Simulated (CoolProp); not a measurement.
R113 along the isobar 1.27 MPa: density (kg/m³) from the reference equation and from simpler models built on Tc = 487.2 K, pc = 3.392 MPa, ω = 0.253; each cubic takes its own stable root.

The numbers come from the reference Helmholtz-energy equation of state, Marx 1992 in CoolProp.

| T (K) | phase | reference |
|---|---|---|
| 371.8 | liquid | 1378 |
| 381.6 | liquid | 1349 |
| 391.5 | liquid | 1318 |
| 401.4 | liquid | 1286 |
| 411.2 | liquid | 1251 |
| 421.1 | liquid | 1212 |
| 431 | gas | 86.91 |
| 440.8 | gas | 82.41 |
| 450.7 | gas | 78.60 |
| 460.5 | gas | 75.36 |
| 470.4 | gas | 72.48 |
| 480.3 | gas | 69.91 |
| 490.1 | gas | 67.61 |
| 500 | gas | 65.49 |

Task: How far does each simpler model (van der Waals, Redlich-Kwong, Soave-Redlich-Kwong, Peng-Robinson) lie from the reference over these 14 states: mean and median of the absolute difference, and the worst?

Result: 
- van der Waals: mean 34.1 %, median 6.4 %, worst -93.1 % at 421.1 K and 1.27 MPa
- Redlich-Kwong: mean 11.9 %, median 2.1 %, worst -92.7 % at 421.1 K and 1.27 MPa
- Soave-Redlich-Kwong: mean 4.2 %, median 0.5 %, worst -11.5 % at 421.1 K and 1.27 MPa
- Peng-Robinson: mean 2.1 %, median 1.7 %, worst +4.4 % at 371.8 K and 1.27 MPa

At some of these states van der Waals, Redlich-Kwong gives the other phase, because its saturation line lies elsewhere.
